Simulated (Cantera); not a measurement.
Equilibrium for carbon deposition, reforming and gasification: acetone + CO2 + N2

Feed: 1 mol acetone, 0.49 mol CO2, 0.17 mol N2, held at 6.70 mbar.

Cantera equilibrium calculation (NASA polynomials, part measured and part estimated; ideal gas, pure solids and liquids). Candidate condensed phases: C, C6H6, C7H8, C8H18, H2O; 136 gas species. The feed counts by its element totals alone. Kinetics and transport are ignored.

From 1248 K to 2148 K the condensed part is C(graphite). The main C-bearing gas is CO throughout.

```
T (K)   x H2   x CO       x H    x N2     x HCN  x C2H2 (acetylene)  n C(graphite)
-----  -----  -----  --------  ------  --------  ------------------  -------------
1248   0.582  0.384   4.35e-6  0.0330   1.72e-5             1.42e-7           1.51
1348   0.582  0.384   2.16e-5  0.0330   4.44e-5             7.00e-7           1.51
1448   0.582  0.384   8.59e-5  0.0330  0.000100             2.77e-6           1.51
1548   0.582  0.384  0.000287  0.0329  0.000203             9.13e-6           1.51
1648   0.582  0.384  0.000830  0.0328  0.000377             2.60e-5           1.51
1748   0.580  0.384   0.00213  0.0326  0.000651             6.55e-5           1.51
1848   0.578  0.384   0.00492  0.0324   0.00105            0.000149           1.50
1948   0.573  0.382    0.0105  0.0320   0.00162            0.000309           1.50
2048   0.564  0.381    0.0206  0.0314   0.00236            0.000592           1.49
2148   0.550  0.377    0.0378  0.0306   0.00329             0.00105           1.48
```
x: gas mole fraction; n: condensed amount in mol.
